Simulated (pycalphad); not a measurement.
Source of the numbers: pycalphad with the COST 507 light-alloy database (1999); pressure 1 atm. The data set is of 1999 and partly superseded. Phase fractions are per mole of atoms.

Question: Give the equilibrium state of Al-79.2Si (at.%) at 625 K.

Answer: diamond (Si), fraction 0.792, with >99.99 Si at.%; fcc, fraction 0.208, with 0.13 Si at.%.

Question: Give the equilibrium state of Al-79.2Si (at.%) at 1000 K.

Answer: 
```
T = 1000.00 K, P = 101325 Pa, N = 1 mol of atoms
G = -33497 J/mol, H = 22265 J/mol, S = 55.76 J/(mol K)  (SER reference)
chemical potentials (J/mol): Al -45359, Si -30382
phase             fraction      x(Al)      x(Si)
DIAMOND_A4          0.7331   6.64e-06     1.0000
LIQUID              0.2669     0.7792     0.2208
```

DIAMOND_A4 is diamond (Si).
